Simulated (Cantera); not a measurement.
An isothermal, constant-pressure homogeneous reactor starts with 58.5 % N2O, 41.5 % N2, at 1623 K and 15000 Pa.

Model: GRI-Mech 3.0 (53 species, 325 reactions), integrated in Cantera. GRI-Mech 3.0 was tuned for natural gas; its chemistry of N2O as a main component is partial and can be far from experiment. The temperature is held fixed by assumption; the heat of reaction is taken as removed at once.

Task: Predict: x(N2O) at 40.0 s; x(O) at 40.0 s; x(N2) at 40.0 s; x(O2) at 40.0 s; x(NO2) at 40.0 s; x(NO) at 40.0 s.

Result: 
- x(N2O) at 40.0 s = 4.93e-6 (gas-phase equilibrium 5.00e-8)
- x(O) at 40.0 s = 2.02e-5 (gas-phase equilibrium 2.34e-5)
- x(N2) at 40.0 s = 0.713 (gas-phase equilibrium 0.773)
- x(O2) at 40.0 s = 0.165 (gas-phase equilibrium 0.225)
- x(NO2) at 40.0 s = 0.000158 (gas-phase equilibrium 3.33e-6)
- x(NO) at 40.0 s = 0.122 (gas-phase equilibrium 0.00220)
